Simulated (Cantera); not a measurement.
Input (Python, Cantera):

```python
import numpy as np
import cantera as ct

gas = ct.Solution("gri30.yaml")


def delay(T, t_max=10):
    gas.TPX = T, 140000, {'CO': 1, 'H2': 0.76, 'O2': 0.8, 'N2': 3.01}
    reactor = ct.IdealGasReactor(gas, clone=False)
    net = ct.ReactorNet([reactor])
    net.rtol, net.atol = 1e-8, 1e-16
    while net.time < t_max:
        t_old, T_old = net.time, reactor.T
        net.step()
        if reactor.T > T + 400:  # ignition: a rise of 400 K
            return t_old + (T + 400 - T_old) / (reactor.T - T_old) * (net.time - t_old)
    return np.nan


taus = []
for T in [975, 1025, 1075, 1125, 1175, 1225]:
    taus.append(delay(T))
    print(f"T0 = {T:6g} K   tau = {taus[-1]:.4e} s")
```

Output:

```
T0 =    975 K   tau = 1.1750e-03 s
T0 =   1025 K   tau = 2.1998e-04 s
T0 =   1075 K   tau = 1.0501e-04 s
T0 =   1125 K   tau = 6.6434e-05 s
T0 =   1175 K   tau = 4.7274e-05 s
T0 =   1225 K   tau = 3.5980e-05 s
```

Cantera simulation using GRI-Mech 3.0 (53 species, 325 reactions); the numbers are that mechanism's predictions, not measurements.
